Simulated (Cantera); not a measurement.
CaO + NF3 + H2 (oxide etching and cleaning by halides)

Feed: 1 mol CaO, 1.8 mol NF3, 18 mol H2, equilibrated at 1525 K and 73.0 mbar.

These are equilibrium values from Cantera (NASA tables, ideal gas, pure condensed phases), not measurements of a reactor. Candidate condensed phases: Ca, CaF2, CaO, Ca(OH)2, H2O; 47 gas species. Kinetics and transport are ignored.

```
Property                              Value
--------------------------------  ---------
x(H2)                                 0.743
x(HF)                                 0.165
x(H2O)                               0.0485
x(N2)                                0.0437
x(H)                                7.55e-5
x(CaF2)                             5.04e-5
n(CaF2(s))                        0.999 mol
gas amount                        20.60 mol
log10 activity of Ca(l) (absent)     -11.51
```
